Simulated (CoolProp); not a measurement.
Saturated liquid density (kg/m³) of R124: the reference equation beside estimates from Tc = 395.4 K, pc = 3.624 MPa, ω = 0.288.

Computed with CoolProp (reference Helmholtz-energy equation of state, de Vries 1995).

```
T (K)  reference  Redlich-Kwong  Soave-Redlich-Kwong  Peng-Robinson
-----  ---------  -------------  -------------------  -------------
298.7       1353           1167                 1228           1392
304.3       1334           1145                 1206           1368
310         1313           1122                 1184           1343
315.6       1292           1099                 1160           1317
321.3       1270           1074                 1135           1289
326.9       1248           1049                 1110           1260
332.6       1224           1022                 1082           1228
338.2       1200          994.5                 1053           1196
343.9       1173          964.9                 1022           1160
```

Absolute difference from the reference over all 9 rows, mean and median: Redlich-Kwong 15.6 and 15.4 %, Soave-Redlich-Kwong 10.8 and 10.6 %, Peng-Robinson 1.5 and 1.5 %.
